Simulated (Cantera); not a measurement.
Adiabatic ignition

An adiabatic, constant-pressure homogeneous reactor starts with 17.2 % CH4, 2.23 % CO, 16.9 % O2, 63.5 % N2, 0.274 % CO2, equivalence ratio 2.1, at 1273 K and 500000 Pa.

Model: GRI-Mech 3.0 (53 species, 325 reactions), integrated in Cantera.

```tsv
t (s)	T (K)	x CH4	x CO	x O2	x H	x OH
1.00e-6	1273	0.172	0.0223	0.169	7.05e-11	1.62e-10
2.56e-6	1273	0.172	0.0223	0.169	8.06e-11	2.09e-10
6.54e-6	1273	0.172	0.0223	0.169	1.09e-10	3.39e-10
1.67e-5	1273	0.172	0.0223	0.169	1.99e-10	7.28e-10
4.28e-5	1273	0.172	0.0223	0.169	5.30e-10	1.87e-9
0.000109	1273	0.172	0.0223	0.169	1.67e-9	4.59e-9
0.000280	1273	0.172	0.0223	0.169	3.48e-9	8.01e-9
0.000715	1274	0.171	0.0223	0.169	5.21e-9	1.07e-8
0.00183	1276	0.171	0.0223	0.168	1.13e-8	1.92e-8
0.00468	1293	0.167	0.0229	0.166	6.85e-8	8.49e-8
0.0120	2306	1.14e-9	0.148	5.07e-7	0.00183	0.000220
0.0306	2306	1.06e-9	0.148	5.10e-7	0.00184	0.000220
0.0782	2306	1.06e-9	0.148	5.10e-7	0.00184	0.000221
0.200	2306	1.06e-9	0.148	5.10e-7	0.00184	0.000221
```
x: mole fraction; the columns are a selection and need not sum to one.

```json
{
  "time_of_steepest_temperature_rise": "7.28 ms",
  "temperature at 0.200 s": "2306 K",
  "equilibrium_temperature": "2306 K",
  "x(CH4) at 0.200 s": "1.06e-9 (gas-phase equilibrium 1.20e-9)",
  "x(CO) at 0.200 s": "0.148 (gas-phase equilibrium 0.148)",
  "x(O2) at 0.200 s": "5.10e-7 (gas-phase equilibrium 5.10e-7)"
}
```
